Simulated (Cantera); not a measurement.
A Cantera script and what it prints.

```python
import numpy as np
import cantera as ct

gas_names = """
    H H2 N NH NH2 NH3 N2 N2H2 N2H4 V VN
""".split()
cond_names = """
    V(cr) V(L) VN(s)
""".split()


def load(file, names, dense=False):
    # The tables refer to 1 bar. Condensed volumes are neglected.
    table = {s.name: s for s in ct.Species.list_from_file(file)}
    out = []
    for n in names:
        d = dict(table[n].input_data)
        d["thermo"] = dict(d["thermo"], **{"reference-pressure": 1e5})
        if dense:
            d["equation-of-state"] = {"model": "constant-volume", "density": "1e6 g/cm^3"}
        out.append(ct.Species.from_dict(d))
    return out


gas = ct.Solution(thermo="ideal-gas", species=load("nasa_gas.yaml", gas_names))
cond = {s.name: ct.Solution(thermo="fixed-stoichiometry", species=[s], name=s.name)
        for s in load("nasa_condensed.yaml", cond_names, dense=True)}
atoms = {
    'V': {'V': 1},
    'NH3': {'N': 1, 'H': 3},
    'N2': {'N': 2},
}
top_T = {'VN(s)': 2300}  # K; cautious upper limits of use, not melting points


def equilibrate(T, P, feed):
    n = {}
    for name, mol in feed.items():
        for a, k in atoms[name].items():
            n[a] = n.get(a, 0.0) + k * mol
    gas.TPX = T, P, n
    mass = sum(n.values()) * gas.mean_molecular_weight
    gas.equilibrate("TP")
    valid = [c for c in cond.values() if c.min_temp <= T <= top_T.get(c.name, c.max_temp)]
    mix = ct.Mixture([(gas, mass / gas.mean_molecular_weight)] + [(c, 0.0) for c in valid])
    mix.T, mix.P = T, P
    mix.equilibrate("TP", solver="vcs", rtol=1e-11, max_steps=5000)
    return mix


results = []
feed = {'V': 1, 'NH3': 1.6, 'N2': 0.34}  # mol
T = 2148.15  # K
P = 340  # Pa
mix = equilibrate(T, P, feed)
results.append((T, P, feed, dict(zip(mix.species_names, mix.species_moles))))
x = sorted(zip(gas.X, gas.species_names), reverse=True)
print(f"T = {T:g} K  P = {P:g} Pa  gas = {mix.phase_moles(0):.4g} mol")
print("   x: " + "  ".join(f"{s} {v:.3e}" for v, s in x if v > 0.0001))
print("   condensed (mol): " + ("  ".join(f"{mix.phase(i).name} {mix.phase_moles(i):.4g}"
      for i in range(1, mix.n_phases) if mix.phase_moles(i) > 1e-12) or "none"))
```

Result:

```
T = 2148.15 K  P = 340 Pa  gas = 3.664 mol
   x: H2 6.268e-01  N2 3.112e-01  H 5.664e-02  V 5.434e-03
   condensed (mol): V(cr) 0.9801
```

These are equilibrium values from Cantera (NASA tables, ideal gas, pure condensed phases), not measurements of a reactor. Condensed phases not in the tables: V2N, N, O or C dissolved in the metal.
